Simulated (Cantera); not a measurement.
A closed system holds: 1 mol CaCO3, 0.66 mol H2, 1.8 mol CO2, at 1.00 bar.

Equilibrium computed with Cantera from the NASA thermochemical tables; the gas is ideal and each condensed phase is pure. Candidate condensed phases: C, C6H6, C7H8, C8H18, Ca, CaCO3, CaO, Ca(OH)2, H2O; 115 gas species. Kinetics and transport are ignored.

x: gas mole fraction; n: condensed amount in mol.

```tsv
T (K)	x CO2	x H2O	x CO	x H2	x CH4	x HCOOH	x H	n CaCO3(calcite)	n CaO(s)
850	0.594	0.151	0.141	0.109	…	4.17e-8	6.77e-12	1.00	0
900	0.572	0.162	0.161	0.105	…	4.17e-8	3.78e-11	1.00	0
950	0.559	0.173	0.172	0.0954	…	4.00e-8	1.72e-10	1.00	0
1000	0.550	0.182	0.182	0.0864	…	3.81e-8	6.67e-10	1.00	0
1050	0.542	0.190	0.190	0.0784	…	3.63e-8	2.27e-9	1.00	0
1100	0.535	0.197	0.197	0.0715	…	3.46e-8	6.91e-9	1.00	0
1150	0.651	0.158	0.158	0.0324	…	2.01e-8	1.34e-8	0	1.00
```

### Question
What belongs in the gaps?

### Answer

- 850, x CH4: 0.00533
- 900, x CH4: 0.000863
- 950, x CH4: 0.000136
- 1000, x CH4: 2.43e-5
- 1050, x CH4: 5.00e-6
- 1100, x CH4: 1.17e-6
- 1150, x CH4: 3.73e-8
